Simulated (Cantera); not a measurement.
Input (Python, Cantera) and output of one run.

```python
import numpy as np
import cantera as ct

gas_names = """
    C CN CO CO2 C2 CCN CNC C2N2 C2O C3 C3O2 C4 C4N2 C5 Fe FeC5O5 FeO N NCO NO NO2 NO3 N2 N2O O O2 O3
""".split()
cond_names = """
    C(gr) Fe(a) Fe(c) Fe(d) Fe(L) FeC5O5(L) FeO(s) FeO(L) Fe2O3(s) Fe3O4(s)
""".split()


# ... load() reads the species with a 1 bar reference pressure and builds the phases ...
atoms = {
    'Fe(CO)5': {'Fe': 1, 'C': 5, 'O': 5},
    'CO': {'C': 1, 'O': 1},
    'N2': {'N': 2},
}
top_T = {'C(gr)': 4500, 'Fe2O3(s)': 1830, 'Fe3O4(s)': 1870}  # K; cautious upper limits of use, not melting points


# ... equilibrate(T, P, feed) seeds the gas with the atoms and calls Mixture.equilibrate('TP', solver="vcs", rtol=1e-11, max_steps=5000) ...
results = []
feed = {'Fe(CO)5': 1, 'CO': 1.2, 'N2': 0.31}  # mol
T = 875  # K
P = 1000  # Pa
mix = equilibrate(T, P, feed)
results.append((T, P, feed, dict(zip(mix.species_names, mix.species_moles))))
x = sorted(zip(gas.X, gas.species_names), reverse=True)
print(f"T = {T:g} K  P = {P:g} Pa  gas = {mix.phase_moles(0):.4g} mol")
print("   x: " + "  ".join(f"{s} {v:.3e}" for v, s in x if v > 0.001))
print("   condensed (mol): " + ("  ".join(f"{mix.phase(i).name} {mix.phase_moles(i):.4g}"
      for i in range(1, mix.n_phases) if mix.phase_moles(i) > 1e-12) or "none"))
```

Output:

```
T = 875 K  P = 1000 Pa  gas = 6.023 mol
   x: CO 8.676e-01  CO2 8.094e-02  N2 5.147e-02
   condensed (mol): C(gr) 0.4875  Fe(a) 1
```

Cantera equilibrium calculation (NASA polynomials, part measured and part estimated; ideal gas, pure solids and liquids). Condensed phases not in the tables: cementite and carbon dissolved in iron.
